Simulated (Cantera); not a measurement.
An isothermal plug-flow reactor at 1000 K and 0.210 bar (inlet), inlet velocity 0.33 m/s, active area per volume 100 1/m; feed CO : O2 : N2 = 0.0024 : 0.032 : 0.79 (molar parts), equivalence ratio 0.037.

Computed with Cantera and Deutschmann's 1995 Pt surface mechanism with GRI-Mech 3.0 gas chemistry. Catalytic surfaces can have several steady states; this one follows from the mechanism file's or the stated starting coverage. Mass transfer to the wall is taken as infinitely fast.

Task: What does this change do: temperature 1000 to 725 K?

Result: 
| quantity | before | after |
|---|---|---|
| x(CO) at z = 0.0042 m | <1e-12 | 0.000721 |
| x(O2) at z = 0.0042 m | 0.0374 | 0.0378 |
| x(H2O) at z = 0.0042 m | <1e-12 | <1e-12 |
| x(CO2) at z = 0.0042 m | 0.00292 | 0.00219 |
| θ(free Pt) at the exit | 0.343 | 0.0434 |
| θ(O*) at the exit | 0.657 | 0.956 |
